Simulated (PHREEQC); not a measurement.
Alkaline etch or developer (model solution)

Consider water at 25 °C with 0.037 mol NaOH and 6.3e-05 mol CO2 per kg of water. Closed to the air; pH follows from the charge balance.

Model: Pitzer model, pitzer.dat, run in PHREEQC.

No solid was allowed to form.

Problem. Predict the pH, specific conductance.

Solution. pH 12.48; specific conductance 8090 µS/cm.

Complexes and solids missing from the database can't appear.
